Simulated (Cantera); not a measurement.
A closed system holds: 1 mol Cu, 0.58 mol H2O, 5.2 mol N2, equilibrated at 5.10 bar.

These are equilibrium values from Cantera (NASA tables, ideal gas, pure condensed phases), not measurements of a reactor. Candidate condensed phases: Cu, CuO, Cu(OH)2, Cu2O, H2O; 27 gas species. The numbers say what is thermodynamically allowed, not how fast it happens.

x: gas mole fraction; n: condensed amount in mol.

| T (K) | x N2 | x H2O | x H2 | x Cu | x NO | x O2 | n Cu(s) | n Cu(l) |
|---|---|---|---|---|---|---|---|---|
| 1325 | 0.900 | 0.100 | 9.62e-6 | 5.51e-8 | 6.71e-7 | 3.84e-7 | 1.000 | 0 |
| 1375 | 0.900 | 0.100 | 1.23e-5 | 1.61e-7 | 1.61e-6 | 1.21e-6 | 0 | 1.000 |
| 1425 | 0.900 | 0.100 | 1.48e-5 | 4.26e-7 | 3.84e-6 | 3.92e-6 | 0 | 1.000 |
| 1475 | 0.900 | 0.100 | (withheld) | (withheld) | (withheld) | (withheld) | 0 | 1.000 |
| 1525 | 0.900 | 0.100 | 3.53e-5 | 2.44e-6 | 1.06e-5 | 1.10e-5 | 0 | 1.000 |
| 1575 | 0.900 | 0.100 | 5.39e-5 | 5.36e-6 | 1.64e-5 | 1.65e-5 | 0 | 1.000 |
| 1625 | 0.900 | 0.100 | 8.01e-5 | 1.12e-5 | 2.46e-5 | 2.41e-5 | 0 | 1.000 |
| 1675 | 0.900 | 0.100 | 0.000116 | 2.24e-5 | 3.61e-5 | 3.45e-5 | 0 | 1.000 |
| 1725 | 0.900 | 0.100 | 0.000166 | 4.29e-5 | 5.16e-5 | 4.83e-5 | 0 | 1.000 |
| 1775 | 0.899 | 0.100 | 0.000231 | 7.92e-5 | 7.25e-5 | 6.64e-5 | 0 | 1.000 |
| 1825 | 0.899 | 0.1000 | (withheld) | (withheld) | (withheld) | (withheld) | 0 | 0.999 |
| 1875 | 0.899 | 0.0998 | 0.000427 | 0.000244 | 0.000135 | 0.000119 | 0 | 0.999 |

Q: Complete the blanks.

A: 
- 1825, x H2: 0.000317
- 1825, x Cu: 0.000141
- 1825, x NO: 9.98e-5
- 1825, x O2: 8.97e-5
- 1475, x H2: 2.25e-5
- 1475, x Cu: 1.05e-6
- 1475, x NO: 6.71e-6
- 1475, x O2: 7.09e-6
